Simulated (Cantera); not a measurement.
Input: 1 mol Al, 1.5 mol N₂O, 93 mol H₂, equilibrated at 1975 K and 33.0 Pa.

Cantera equilibrium calculation (NASA polynomials, part measured and part estimated; ideal gas, pure solids and liquids). Candidate condensed phases: Al, AlN, Al₂O₃, H₂O; 35 gas species. The tables' values for AlOH are old estimates; treat these amounts as uncertain. Kinetics and transport are ignored.

Base state: H₂ 0.910, H 0.0719, N₂ 0.0153, H₂O 0.00158, Al 0.000919, Al₂O 8.84e-5, AlOH 5.09e-5, OH 1.19e-5 (mole fractions); condensed: Al₂O₃(s).

Task: What changes in the equilibrium state with this change: temperature from 1975 K to 1273.15 K?

Result: 
```
species          before    after
-------------  --------  -------
H₂                0.910    0.984
N₂               0.0153   0.0159
H                0.0719  3.90e-5
H₂O             0.00158  1.10e-7
Al             0.000919  8.95e-9
Al₂O            8.84e-5    <1e-9
AlOH            5.09e-5    <1e-9
OH              1.19e-5    <1e-9
Al₂O₃(s), mol     0.443    0.500
```
